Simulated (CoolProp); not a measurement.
Properties of sulfur hexafluoride along the isobar 1330 kPa (Tc = 318.7 K, pc = 3755 kPa, ω = 0.210).

The numbers come from the reference Helmholtz-energy equation of state, Guder 2009 in CoolProp.

```tsv
T (K)	phase	Z	cv (kJ/(kg K))	speed of sound (m/s)	Joule-Thomson coefficient (K/MPa)	viscosity (µPa s)	Prandtl number
303.8	gas	0.8422	0.6404	?	10.87	16.0	0.846
312.3	gas	0.8586	0.6499	122.8	9.760	16.4	0.832
320.7	gas	0.8725	0.6596	126.0	8.852	16.8	0.821
329.2	gas	0.8847	0.6696	129.1	8.076	17.2	0.811
337.6	gas	0.8953	0.6794	131.9	7.420	17.5	0.804
346.1	gas	0.9047	0.6893	134.7	6.844	17.9	?
354.5	gas	?	0.6989	137.2	6.346	18.3	0.791
363	gas	0.9204	0.7084	?	5.901	18.7	?
371.5	gas	0.9271	0.7176	142.2	5.506	19.0	0.781
379.9	gas	0.9330	0.7265	144.5	5.156	19.4	0.777
388.4	gas	0.9385	0.7352	?	4.838	19.8	0.773
```

Question: Fill in the missing entries.

Answer: 
- 303.8, speed of sound (m/s): 119.3
- 346.1, Prandtl number: 0.797
- 354.5, Z: 0.9129
- 363, speed of sound (m/s): 139.7
- 363, Prandtl number: 0.786
- 388.4, speed of sound (m/s): 146.7

Viscosity comes from a separate model (Quiñones-Cisneros 2012). Thermal conductivity comes from a separate model (Assael 2012).
